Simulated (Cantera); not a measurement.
An adiabatic, constant-pressure homogeneous reactor starts with CO : H2 : O2 : N2 = 1 : 0.64 : 0.943 : 11.3 (molar parts), equivalence ratio 0.87, at 1150 K and 1.09 atm.

Computed with Cantera and GRI-Mech 3.0 (53 species, 325 reactions).

### Question
Predict: time of steepest temperature rise; temperature at 0.600 s; equilibrium temperature; x(CO) at 0.600 s; x(H2) at 0.600 s; x(O2) at 0.600 s; x(O) at 0.600 s; x(OH) at 0.600 s; x(HO2) at 0.600 s.

### Answer
| Item | Result |
|---|---|
| time of steepest temperature rise | 0.171 ms |
| temperature at 0.600 s | 2036 K |
| equilibrium temperature | 2033 K |
| x(CO) at 0.600 s | 0.00130 (gas-phase equilibrium 0.00131) |
| x(H2) at 0.600 s | 0.000178 (gas-phase equilibrium 0.000180) |
| x(O2) at 0.600 s | 0.00965 (gas-phase equilibrium 0.00902) |
| x(O) at 0.600 s | 8.25e-5 (gas-phase equilibrium 7.80e-5) |
| x(OH) at 0.600 s | 0.000766 (gas-phase equilibrium 0.000743) |
| x(HO2) at 0.600 s | 2.31e-7 (gas-phase equilibrium 2.17e-7) |
